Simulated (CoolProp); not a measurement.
Values from CoolProp's reference Helmholtz-energy equation of state, Span 2000.

Problem. Give the vapour pressure (MPa), liquid density (kg/m³), vapour density (kg/m³), liquid viscosity (µPa s) of saturated nitrogen at 121.1 K.

Solution. 
```csv
T (K),p (MPa),liquid density (kg/m³),vapour density (kg/m³),liquid viscosity (µPa s)
121.1,2.65,508,137,36.3
```

Viscosity comes from a separate model (Lemmon 2004).
